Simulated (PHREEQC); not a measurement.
A solution holds 0.01 mol/kgw ZnSO4, 0.0006 mol/kgw CuCl2, 0.029 mol/kgw HCl, 0.00018 mol/kgw Na2SO4 and 0.046 mol/kgw AlCl3, at 83 °C. Closed to the air; pH follows from the charge balance.

Model: ion-association model, phreeqc.dat, run in PHREEQC.

No solid was allowed to form.

Q: Order these S species by the share of S that they hold, largest first: Al(SO4)2-, ZnSO4, AlSO4+, SO4-2, HSO4-.

A: AlSO4+ (62 %), HSO4- (26 %), SO4-2 (9.4 %), Al(SO4)2- (1.0 %), ZnSO4 (0.76 %)

Q: Order these Zn species by the share of Zn that they hold, largest first: Zn+2, ZnCl+, ZnSO4, ZnCl2, ZnCl3-.

A: Zn+2 (52 %), ZnCl+ (43 %), ZnCl2 (3.6 %), ZnCl3- (0.94 %), ZnSO4 (0.77 %)

The pH is 1.69 and the ionic strength 0.292 mol/kgw. Species that the database lacks are ignored. Constants without temperature data keep their 25 °C values here.
